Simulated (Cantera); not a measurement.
A closed system holds: 1 mol Si, 0.0021 mol H2O, 4.7 mol H2, at 0.000100 bar.

Cantera equilibrium calculation (NASA polynomials, part measured and part estimated; ideal gas, pure solids and liquids). Candidate condensed phases: H2O, Si, SiO2; 18 gas species. Gases not in the tables: Si2H6 and higher silanes. Rates play no part.

Task: Which condensed phases are stable at each of these points (T (K)): 1323, 1473, 1623, 1773, 1923, 2073, 2223?

Result: 
| T (K) | condensed phases | Si condensed (%) |
|---|---|---|
| 1323 | Si(s) | 99.8 |
| 1473 | Si(s) | 99.8 |
| 1623 | Si(s) | 99.0 |
| 1773 | Si(l) | 89.1 |
| 1923 | gas only | 0.0 |
| 2073 | gas only | 0.0 |
| 2223 | gas only | 0.0 |

From 1323 K to 1623 K the condensed part is Si(s). At 1773 K the condensed part is Si(l). From 1923 K to 2223 K nothing is condensed.
